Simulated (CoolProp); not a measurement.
Vapour-liquid equilibrium of R125 (1) + R245fa (2) at -73.15 °C; x and y are mole fractions of (1).

The numbers come from the multi-fluid Helmholtz-energy mixture model, Lemmon 2005 and Akasaka 2015; pair parameters Bell 2016 in CoolProp.

Task: Give the bubble pressure and the first vapour's composition at x = 0.35, 0.65, 0.95. Is there an azeotrope?

Result: x = 0.35: 0.009840 MPa, y = 0.972; x = 0.65: 0.01656 MPa, y = 0.990; x = 0.95: 0.02339 MPa, y = 0.999. No azeotrope shows between x = 0.05 and 0.95.

The pair parameters rest on a limited set of measurements; away from them the model extrapolates.
